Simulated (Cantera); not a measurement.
Input (Python, Cantera) and output of one run.

```python
import numpy as np
import cantera as ct

gas_names = """
    H2O
""".split()
cond_names = """
    Cu2O(s) Cu2O(L) CuO2H2(s) Cu(cr) Cu(L)
""".split()


def load(file, names, dense=False):
    # The tables refer to 1 bar. Condensed volumes are neglected.
    table = {s.name: s for s in ct.Species.list_from_file(file)}
    out = []
    for n in names:
        d = dict(table[n].input_data)
        d["thermo"] = dict(d["thermo"], **{"reference-pressure": 1e5})
        if dense:
            d["equation-of-state"] = {"model": "constant-volume", "density": "1e6 g/cm^3"}
        out.append(ct.Species.from_dict(d))
    return out


species = {s.name: s for s in load("nasa_gas.yaml", gas_names) + load("nasa_condensed.yaml", cond_names)}
# Each term lists the table entries of one substance; the one whose range holds T is used.
reactions = {
    'H2O(g) + Cu2O = Cu(OH)2 + Cu':
        [(-1, ['H2O']), (-1, ['Cu2O(s)', 'Cu2O(L)']), (1, ['CuO2H2(s)']), (1, ['Cu(cr)', 'Cu(L)'])],
}


def pick(names, T):
    return next(species[n] for n in names if species[n].thermo.min_temp <= T <= species[n].thermo.max_temp)


results = []
for label, terms in reactions.items():
    print(label)
    print("     T/K   dH/kJ  dS/(J/K)   dG/kJ   log10 K")
    for T in [548, 748, 948, 1148, 1348]:
        used = [(nu, pick(names, T)) for nu, names in terms]
        dH = sum(nu * s.thermo.h(T) for nu, s in used) / 1e6
        dS = sum(nu * s.thermo.s(T) for nu, s in used) / 1e3
        dG = dH - T * dS / 1e3
        logK = -dG * 1e6 / (ct.gas_constant * T * np.log(10))
        results.append((label, T, dH, dS, dG, logK, [s.name for _, s in used]))
        print(f"{T:8g} {dH:8.1f} {dS:8.1f} {dG:8.1f} {logK:8.2f}")
```

Output:

```
H2O(g) + Cu2O = Cu(OH)2 + Cu
     T/K   dH/kJ  dS/(J/K)   dG/kJ   log10 K
     548    -32.0   -125.5     36.8    -3.50
     748    -27.0   -117.7     61.1    -4.26
     948    -21.7   -111.4     83.9    -4.62
    1148    -16.7   -106.6    105.7    -4.81
    1348    -12.5   -103.2    126.7    -4.91
```

Cantera with NASA thermochemical tables; ideal gases at 1 bar, condensed phases pure. Condensed species are held in their standard states even where they would react or evaporate.
